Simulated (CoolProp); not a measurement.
Vapour pressure (MPa) of carbonyl sulfide: the reference equation beside estimates from Tc = 378.8 K, pc = 6.369 MPa, ω = 0.098. Clausius-Clapeyron is anchored at 277.9 K with a constant enthalpy of vaporisation of 15.97 kJ/mol.

The numbers come from the reference Helmholtz-energy equation of state, Lemmon 2006 in CoolProp. It is a short technical equation, of lower accuracy than the large ones.

| T (K) | reference | Clausius-Clapeyron | van der Waals | Redlich-Kwong | Peng-Robinson |
|---|---|---|---|---|---|
| 256.6 | 0.3843 | 0.4209 | 1.078 | 0.4198 | 0.3848 |
| 260.2 | 0.4335 | 0.4668 | 1.159 | 0.4742 | 0.4338 |
| 263.7 | 0.4858 | 0.5148 | 1.242 | 0.5318 | 0.4858 |
| 267.2 | 0.5426 | 0.5664 | 1.328 | 0.5943 | 0.5424 |
| 270.8 | 0.6060 | 0.6232 | 1.421 | 0.6639 | 0.6057 |
| 274.3 | 0.6728 | 0.6822 | 1.515 | 0.7370 | 0.6723 |
| 277.9 | 0.7470 | 0.7470 | 1.616 | 0.8180 | 0.7464 |
| 281.4 | 0.8248 | 0.8141 | 1.718 | 0.9026 | 0.8241 |
| 285 | 0.9108 | 0.8874 | 1.827 | 0.9959 | 0.9101 |
| 288.5 | 1.001 | 0.9630 | 1.938 | 1.093 | 0.9999 |
| 292.1 | 1.099 | 1.045 | 2.056 | 1.199 | 1.099 |
| 295.6 | 1.202 | 1.130 | 2.175 | 1.310 | 1.202 |

Absolute difference from the reference over all 12 rows, mean and median: Clausius-Clapeyron 4.2 and 4.1 %, van der Waals 124.6 and 120.8 %, Redlich-Kwong 9.4 and 9.4 %, Peng-Robinson 0.1 and 0.1 %.
